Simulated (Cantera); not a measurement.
A freely propagating, adiabatic, planar premixed flame of C₃H₈ : O₂ : N₂ = 1 : 4.17 : 12.1 (molar parts), equivalence ratio 1.2, unburnt at 475 K and 100.0 Torr; mixture-averaged transport, grid criteria slope 0.08 and curve 0.16, no radiation.

Model: GRI-Mech 3.0 (53 species, 325 reactions), integrated in Cantera. GRI-Mech 3.0 was tuned for natural gas; its chemistry of propane as a main component is partial and can be far from experiment. Burning velocities carry a grid error of a few per cent, more on coarse grids.

Question: What does this change do: inlet temperature 475 to 600 K?

Answer: 
```csv
quantity,before,after
laminar burning velocity,171 cm/s,245 cm/s
thermal thickness,1.44 mm,1.35 mm
peak x(CH₃),0.00649,0.00709
peak x(C₂H₆),0.00299,0.00292
peak x(CO),0.109,0.110
```
